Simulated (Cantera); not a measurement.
# Premixed flame

A freely propagating, adiabatic, planar premixed flame of 3.24 % CH₄, 2.07 % C₂H₆, 19.9 % O₂, 74.8 % N₂, equivalence ratio 0.69, unburnt at 675 K and 500000 Pa; multicomponent transport, grid criteria slope 0.08 and curve 0.16, no radiation.

Model: GRI-Mech 3.0 (53 species, 325 reactions), integrated in Cantera. Burning velocities carry a grid error of a few per cent, more on coarse grids.

| z (mm) | T (K) | u (m/s) | x CH₄ | x C₂H₆ | x O₂ | x H₂O | x CH₃ | x H |
|---|---|---|---|---|---|---|---|---|
| -0.316 | 676 | 0.718 | 0.0323 | 0.0207 | 0.199 | 0.000156 | <1e-8 | <1e-8 |
| -0.211 | 680 | 0.724 | 0.0322 | 0.0207 | 0.198 | 0.00100 | <1e-8 | <1e-8 |
| -0.158 | 695 | 0.740 | 0.0317 | 0.0206 | 0.197 | 0.00334 | <1e-8 | <1e-8 |
| -0.105 | 763 | 0.816 | 0.0298 | 0.0198 | 0.190 | 0.0124 | 2.10e-7 | <1e-8 |
| -0.0527 | 1066 | 1.15 | 0.0215 | 0.0136 | 0.162 | 0.0452 | 4.83e-5 | 5.41e-6 |
| -0.0264 | 1386 | 1.51 | 0.0125 | 0.00539 | 0.129 | 0.0759 | 0.000529 | 0.000104 |
| 0 | 1716 | 1.88 | 0.00321 | 0.000277 | 0.0938 | 0.105 | 0.000658 | 0.000723 |
| 0.0264 | 1874 | 2.05 | 0.000220 | 5.25e-7 | 0.0749 | 0.116 | 6.20e-5 | 0.00118 |
| 0.0527 | 1945 | 2.12 | 8.45e-6 | <1e-8 | 0.0683 | 0.118 | 2.68e-6 | 0.00108 |
| 0.105 | 2025 | 2.19 | 2.13e-8 | <1e-8 | 0.0637 | 0.120 | <1e-8 | 0.000647 |
| 0.211 | 2088 | 2.25 | <1e-8 | <1e-8 | 0.0613 | 0.123 | <1e-8 | 0.000225 |
| 0.422 | 2120 | 2.28 | <1e-8 | <1e-8 | 0.0605 | 0.125 | <1e-8 | 5.87e-5 |
| 0.844 | 2130 | 2.29 | <1e-8 | <1e-8 | 0.0603 | 0.125 | <1e-8 | 2.58e-5 |
x: mole fraction of selected species; z is measured from the peak of heat release.

```
Item                         Result
------------------------  ---------
laminar burning velocity  71.7 cm/s
thermal thickness          0.105 mm
peak x(CH₃)                0.000862
peak x(H)                   0.00118
grid points                     141
```
